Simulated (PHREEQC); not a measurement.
# Spent oxide etchant: an equilibrium model

A solution holds 1.1 mmol/kgw HF, 0.59 mmol/kgw H2SiF6 and 0.4 mmol/kgw H2SO4, at 5 °C. Closed to the air; pH follows from the charge balance.

All values are PHREEQC results (ion-association model, phreeqc.dat), not measurements.

| Quantity | Value |
|---|---|
| pH | 2.67 |
| ionic strength | 0.00313 mol/kgw |
| total alkalinity | -5.44 meq/kg |

```json
[
 {"species": "H+", "molality": "0.00228", "activity": "0.00216", "log γ": "-0.024"},
 {"species": "HF", "molality": "0.00116", "activity": "0.00116", "log γ": "0.000"},
 {"species": "F-", "molality": "0.000536", "activity": "0.000505", "log γ": "-0.026"},
 {"species": "SiF6-2", "molality": "0.000491", "activity": "0.000389", "log γ": "-0.101"},
 {"species": "SO4-2", "molality": "0.000358", "activity": "0.000283", "log γ": "-0.101"},
 {"species": "H4SiO4", "molality": "9.94e-5", "activity": "9.95e-5", "log γ": "0.000"}
]
```

No solid was allowed to form. Examples of supersaturated solids here: Quartz (slow to form). Others may be too. Complexes and solids missing from the database can't appear. Away from 25 °C the constants follow the database's enthalpies or fits; those with neither stay at their 25 °C values. SiF6-2 is the database's only silicon fluoride.
